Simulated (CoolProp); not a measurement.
The fluid at 293.15 K and 0.486 MPa flows at 24 m/s in a round tube of 25 mm bore and 45 µm roughness, fully developed (64/Re and Nu = 3.66 if laminar; Colebrook and Gnielinski if turbulent). The same conditions are run with several fluids, on thermodynamics alone (safety and materials aside).

Model: reference Helmholtz-energy equation of state of each fluid (CH2F2 (R32): Tillner-Roth 1997; methane: Setzmann 1991; R125: Lemmon 2005; normal hydrogen: Leachman 2009; R13: Platzer 1990), in CoolProp. The equations of Platzer and Polt are older, rougher fits.

**Question.** Rank CH2F2 (R32), methane, R125, normal hydrogen, R13 by Reynolds number, highest first.

**Answer.** R125 (1220000), R13 (926000), CH2F2 (R32) (506000), methane (175000), normal hydrogen (27300)

```json
[
 {"fluid": "CH2F2 (R32)", "Darcy friction factor": "0.0232", "pressure drop (Pa/m)": "2960", "heat-transfer coefficient (W/(m² K))": "763", "mass flow (kg/h)": "471"},
 {"fluid": "methane", "Darcy friction factor": "0.0239", "pressure drop (Pa/m)": "887", "heat-transfer coefficient (W/(m² K))": "591", "mass flow (kg/h)": "137"},
 {"fluid": "R125", "Darcy friction factor": "0.0229", "pressure drop (Pa/m)": "6890", "heat-transfer coefficient (W/(m² K))": "1680", "mass flow (kg/h)": "1110"},
 {"fluid": "normal hydrogen", "Darcy friction factor": "0.0281", "pressure drop (Pa/m)": "130", "heat-transfer coefficient (W/(m² K))": "559", "mass flow (kg/h)": "17.0"},
 {"fluid": "R13", "Darcy friction factor": "0.0230", "pressure drop (Pa/m)": "5800", "heat-transfer coefficient (W/(m² K))": "1120", "mass flow (kg/h)": "928"}
]
```

Transport values come from each fluid's own correlations; those of CH2F2 (R32), R13 are estimates that may be off by 10 % or more.
